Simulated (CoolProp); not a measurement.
Vapour-liquid equilibrium of R22 (1) + R142b (2) at 314.2 K; x and y are mole fractions of (1).

Values from CoolProp's multi-fluid Helmholtz-energy mixture model, Kamei 1995 and Lemmon 2006; pair parameters Bell 2016.

| x | bubble pressure, mixture model (bar) | bubble pressure, Raoult's law (bar) | y, mixture model | y, Raoult's law |
|---|---|---|---|---|
| 0.05 | 5.834 | 5.898 | 0.113 | 0.133 |
| 0.125 | 6.505 | 6.675 | 0.253 | 0.295 |
| 0.2 | 7.176 | 7.451 | 0.369 | 0.422 |
| 0.275 | 7.853 | 8.227 | 0.468 | 0.526 |
| 0.35 | 8.545 | 9.004 | 0.553 | 0.612 |
| 0.425 | 9.257 | 9.780 | 0.629 | 0.684 |
| 0.5 | 9.995 | 10.56 | 0.696 | 0.745 |
| 0.575 | 10.76 | 11.33 | 0.756 | 0.798 |
| 0.65 | 11.56 | 12.11 | 0.810 | 0.844 |
| 0.725 | 12.40 | 12.89 | 0.859 | 0.885 |
| 0.8 | 13.26 | 13.66 | 0.903 | 0.921 |
| 0.875 | 14.17 | 14.44 | 0.943 | 0.953 |
| 0.95 | 15.10 | 15.21 | 0.978 | 0.982 |

The largest gap from Raoult's law is -5.3 % in bubble pressure, at x = 0.425. No azeotrope shows between x = 0.05 and 0.95.

The pair parameters rest on a limited set of measurements; away from them the model extrapolates.
